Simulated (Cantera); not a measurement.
An adiabatic, constant-volume homogeneous reactor starts with CH₄ : O₂ : N₂ = 1 : 1.82 : 6.84 (molar parts), at 1225 K and 760 Torr. Integrator tolerance rtol = 1e-08.

Detailed kinetics in Cantera: GRI-Mech 3.0 (53 species, 325 reactions).

Question: What does this change do: 0.33 parts CO2 added?

Answer: 
```csv
quantity,before,after
time of steepest temperature rise,31.9 ms,33.8 ms
temperature at 0.400 s,2853 K,2789 K
equilibrium temperature,2853 K,2789 K
x(CH₄) at 0.400 s,<1e-12 (gas-phase equilibrium <1e-12),<1e-12 (gas-phase equilibrium <1e-12)
x(O₂) at 0.400 s,0.0117 (gas-phase equilibrium 0.0117),0.0128 (gas-phase equilibrium 0.0128)
x(HO₂) at 0.400 s,5.78e-6 (gas-phase equilibrium 5.78e-6),5.42e-6 (gas-phase equilibrium 5.42e-6)
x(HCN) at 0.400 s,5.33e-9 (gas-phase equilibrium 5.33e-9),3.81e-9 (gas-phase equilibrium 3.81e-9)
x(NO) at 0.400 s,0.00862 (gas-phase equilibrium 0.00862),0.00812 (gas-phase equilibrium 0.00812)
x(H) at 0.400 s,0.00984 (gas-phase equilibrium 0.00984),0.00703 (gas-phase equilibrium 0.00703)
x(C₂H) at 0.400 s,<1e-12 (gas-phase equilibrium <1e-12),<1e-12 (gas-phase equilibrium <1e-12)
```

Question: What does this change do: 0.41 parts H2O added?

Answer: 
```
quantity                                                            before                                    after
---------------------------------  ---------------------------------------  ---------------------------------------
time of steepest temperature rise                                  31.9 ms                                  35.4 ms
temperature at 0.400 s                                              2853 K                                   2803 K
equilibrium temperature                                             2853 K                                   2803 K
x(CH₄) at 0.400 s                    <1e-12 (gas-phase equilibrium <1e-12)    <1e-12 (gas-phase equilibrium <1e-12)
x(O₂) at 0.400 s                     0.0117 (gas-phase equilibrium 0.0117)    0.0109 (gas-phase equilibrium 0.0109)
x(HO₂) at 0.400 s                  5.78e-6 (gas-phase equilibrium 5.78e-6)  5.39e-6 (gas-phase equilibrium 5.39e-6)
x(HCN) at 0.400 s                  5.33e-9 (gas-phase equilibrium 5.33e-9)  4.05e-9 (gas-phase equilibrium 4.05e-9)
x(NO) at 0.400 s                   0.00862 (gas-phase equilibrium 0.00862)  0.00762 (gas-phase equilibrium 0.00762)
x(H) at 0.400 s                    0.00984 (gas-phase equilibrium 0.00984)  0.00856 (gas-phase equilibrium 0.00856)
x(C₂H) at 0.400 s                    <1e-12 (gas-phase equilibrium <1e-12)    <1e-12 (gas-phase equilibrium <1e-12)
```

Question: What does this change do: pressure from 760 Torr to 5930 Torr?

Answer: 
```tsv
quantity	before	after
time of steepest temperature rise	31.9 ms	4.49 ms
temperature at 0.400 s	2853 K	3014 K
equilibrium temperature	2853 K	3014 K
x(CH₄) at 0.400 s	<1e-12 (gas-phase equilibrium <1e-12)	<1e-12 (gas-phase equilibrium <1e-12)
x(O₂) at 0.400 s	0.0117 (gas-phase equilibrium 0.0117)	0.00770 (gas-phase equilibrium 0.00770)
x(HO₂) at 0.400 s	5.78e-6 (gas-phase equilibrium 5.78e-6)	1.00e-5 (gas-phase equilibrium 1.00e-5)
x(HCN) at 0.400 s	5.33e-9 (gas-phase equilibrium 5.33e-9)	2.72e-8 (gas-phase equilibrium 2.72e-8)
x(NO) at 0.400 s	0.00862 (gas-phase equilibrium 0.00862)	0.00864 (gas-phase equilibrium 0.00864)
x(H) at 0.400 s	0.00984 (gas-phase equilibrium 0.00984)	0.00524 (gas-phase equilibrium 0.00524)
x(C₂H) at 0.400 s	<1e-12 (gas-phase equilibrium <1e-12)	<1e-12 (gas-phase equilibrium <1e-12)
```
Above 3000 K some thermodynamic fits are extrapolated.
